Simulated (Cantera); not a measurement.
Input: 1 mol c-C4F8, 3.6 mol H2, held at 0.0360 Torr.

Method: chemical equilibrium by Gibbs-energy minimisation in Cantera with the NASA 1993 tables (ideal gas, pure condensed phases). Candidate condensed phases: C, C6H6, C7H8, C8H18; 110 gas species. Ions and electrons are included (thermal ionisation). The feed counts by its element totals alone. The numbers say what is thermodynamically allowed, not how fast it happens.

### Question
Which condensed phases are stable at each of these points (T (°C)): 2227, 2727, 3227, 3727, 4227, 4727?

### Answer
```
T (°C)  condensed phases  C condensed (%)
------  ----------------  ---------------
2227         C(graphite)             90.2
2727            gas only              0.0
3227            gas only              0.0
3727            gas only              0.0
4227            gas only              0.0
4727            gas only              0.0
```

At 2227 °C the condensed part is C(graphite). From 2727 °C to 4727 °C nothing is condensed.
